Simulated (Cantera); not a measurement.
What does this Cantera script print?

```python
import numpy as np
import cantera as ct

gas_names = """
    N NO NO2 NO3 N2 N2O O O2 O3 Si SiN SiO SiO2 Si2 Si2N Si3
""".split()
cond_names = """
    Si(cr) Si(L) SiO2(Lqz) SiO2(hqz) SiO2(L) Si2N2O(s) Si3N4(a)
""".split()


# ... load() reads the species with a 1 bar reference pressure and builds the phases ...
atoms = {
    'Si3N4': {'Si': 3, 'N': 4},
    'N2O': {'N': 2, 'O': 1},
    'N2': {'N': 2},
}
top_T = {'Si2N2O(s)': 2100, 'Si3N4(a)': 2400}  # K; cautious upper limits of use, not melting points


# ... equilibrate(T, P, feed) seeds the gas with the atoms and calls Mixture.equilibrate('TP', solver="vcs", rtol=1e-11, max_steps=5000) ...
results = []
T = 1750  # K
P = 3.9  # Pa
for m in [13, 17, 22, 29, 38, 50, 66, 87, 110, 150, 200, 260, 340]:
    feed = {'Si3N4': 1, 'N2O': 0.53, 'N2': m}  # mol
    mix = equilibrate(T, P, feed)
    results.append((T, P, feed, dict(zip(mix.species_names, mix.species_moles))))

top = {s: max(r[3][s] / sum(r[3][g] for g in gas_names) for r in results) for s in gas_names}
cols = sorted((s for s in top if top[s] > 0.0001), key=lambda s: -top[s])[:6]
seen = [c for c in cond_names if any(r[3].get(c, 0) > 1e-12 for r in results)]
print("log10 of partial pressures in bar; condensed amounts in mol")
print(f"{'n(N2)':>10s}" + "".join(f"{s[:9]:>10s}" for s in cols + seen))
for T, P, feed, n in results:
    ng = sum(n[g] for g in gas_names)
    print(f"{feed['N2']:10.4g}" + "".join(f"{np.log10(max(n[s] / ng * P / 1e5, 1e-99)):10.3f}" for s in cols)
          + "".join(f"{n.get(c, 0):10.4g}" for c in seen))
```

Result:

```
log10 of partial pressures in bar; condensed amounts in mol
     n(N2)        N2        Si       SiO      Si2N       Si2       SiN     Si(L)
        13    -4.441    -5.824    -5.908    -8.101    -8.110    -8.332     1.809
        17    -4.438    -5.824    -6.004    -8.099    -8.110    -8.330     1.644
        22    -4.436    -5.824    -6.101    -8.098    -8.110    -8.329     1.438
        29    -4.433    -5.824    -6.208    -8.097    -8.110    -8.328      1.15
        38    -4.432    -5.824    -6.315    -8.096    -8.110    -8.327    0.7797
        50    -4.431    -5.824    -6.427    -8.096    -8.110    -8.327    0.2856
        66    -4.427    -5.881    -6.539    -8.209    -8.225    -8.382         0
        87    -4.423    -5.991    -6.651    -8.426    -8.444    -8.490         0
       110    -4.420    -6.086    -6.747    -8.615    -8.634    -8.584         0
       150    -4.417    -6.213    -6.876    -8.869    -8.890    -8.710         0
       200    -4.415    -6.333    -6.998    -9.108    -9.130    -8.829         0
       260    -4.414    -6.444    -7.109    -9.328    -9.351    -8.939         0
       340    -4.413    -6.558    -7.223    -9.555    -9.578    -9.052         0
```

Cantera equilibrium calculation (NASA polynomials, part measured and part estimated; ideal gas, pure solids and liquids). The tables' values for SiN are old estimates; treat these amounts as uncertain.
